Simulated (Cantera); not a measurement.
Feed: 1 mol Pb, 2.2 mol NH3, 2.2 mol N2, equilibrated at 1500 °C and 3680 Torr.

Cantera equilibrium calculation (NASA polynomials, part measured and part estimated; ideal gas, pure solids and liquids). Candidate condensed phases: Pb; 11 gas species. Equilibrium is a limit: real reactors are often held back by kinetics, nucleation or transport.

Base state: N2 0.477, H2 0.477, Pb 0.0461, H 8.89e-5, Pb2 8.27e-5, NH3 3.44e-5 (mole fractions); condensed: Pb(l).

Question: What changes in the equilibrium state with this change: temperature from 1500 °C to 1200 °C?

Answer: 
| species | before | after |
|---|---|---|
| N2 | 0.477 | 0.498 |
| H2 | 0.477 | 0.498 |
| Pb | 0.0461 | 0.00385 |
| Pb2 | 8.27e-5 | 1.35e-6 |
| H | 8.89e-5 | 4.04e-6 |
| NH3 | 3.44e-5 | 8.17e-5 |
| Pb(l), mol | 0.680 | 0.974 |
